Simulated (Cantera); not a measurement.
Cantera run, input and output.

```python
import numpy as np
import cantera as ct

gas = ct.Solution("gri30.yaml")
gas.TP = 300, 110000
flame = ct.CounterflowDiffusionFlame(gas, width=0.02)
flame.fuel_inlet.X, flame.fuel_inlet.T = {'CH4': 1, 'C2H6': 0.12}, 623
flame.oxidizer_inlet.X, flame.oxidizer_inlet.T = {'O2': 0.24, 'N2': 0.76}, 473
flame.set_refine_criteria(ratio=3, slope=0.12, curve=0.24, prune=0.03)
show = ['OH', 'H', 'NO', 'CO', 'C2H2']

rows = []
print(f"{'mdot':>8s}{'a_max':>10s}{'a_mean':>10s}{'Tmax/K':>9s}" + "".join(f"{s:>11s}" for s in show) + "   (peak mole fractions)")
for i, mdot in enumerate([0.28, 0.34, 0.41, 0.5, 0.62, 0.75, 0.92, 1.1, 1.4, 1.7]):  # kg/m2/s on the oxidiser side
    flame.oxidizer_inlet.mdot, flame.fuel_inlet.mdot = mdot, 0.68 * mdot
    flame.solve(loglevel=0, auto=(i == 0))
    if flame.T.max() < max(623, 473) + 100:
        print(f"{mdot:8.3g}  no burning solution found from the previous one")
        break
    dT = np.abs(np.gradient(flame.T, flame.grid))
    rows.append([flame.strain_rate("max"), flame.strain_rate("mean"), flame.T.max(),
                 *(flame.X[gas.species_index(s)].max() for s in show), max(dT[0], dT[-1]) / dT.max()])
    print(f"{mdot:8.3g}{rows[-1][0]:10.1f}{rows[-1][1]:10.1f}{rows[-1][2]:9.1f}" + "".join(f"{x:11.3e}" for x in rows[-1][3:-1]))
```

It prints:

```
    mdot     a_max    a_mean   Tmax/K         OH          H         NO         CO       C2H2   (peak mole fractions)
    0.28     201.9      42.8   2255.9  1.122e-02  5.195e-03  4.143e-04  7.367e-02  2.413e-02
    0.34     239.3      52.0   2245.0  1.120e-02  5.343e-03  3.945e-04  7.272e-02  2.355e-02
    0.41     282.3      62.7   2235.7  1.120e-02  5.490e-03  3.769e-04  7.190e-02  2.298e-02
     0.5     337.1      76.5   2226.1  1.117e-02  5.642e-03  3.586e-04  7.103e-02  2.235e-02
    0.62     409.2      94.8   2216.2  1.115e-02  5.806e-03  3.389e-04  7.021e-02  2.166e-02
    0.75     486.3     114.7   2208.7  1.114e-02  5.970e-03  3.223e-04  6.966e-02  2.114e-02
    0.92     586.6     140.7   2201.3  1.114e-02  6.152e-03  3.045e-04  6.922e-02  2.058e-02
     1.1     690.3     168.3   2192.0  1.105e-02  6.274e-03  2.861e-04  6.870e-02  2.000e-02
     1.4     860.8     214.1   2179.9  1.093e-02  6.439e-03  2.607e-04  6.817e-02  1.920e-02
     1.7    1028.4     260.0   2169.5  1.080e-02  6.558e-03  2.393e-04  6.781e-02  1.850e-02
```

Detailed kinetics in Cantera: GRI-Mech 3.0 (53 species, 325 reactions). GRI-Mech 3.0 has no aromatics or soot, which form on the fuel side of real flames. The maximum strain rate includes the flame's own expansion and is several times the mean.
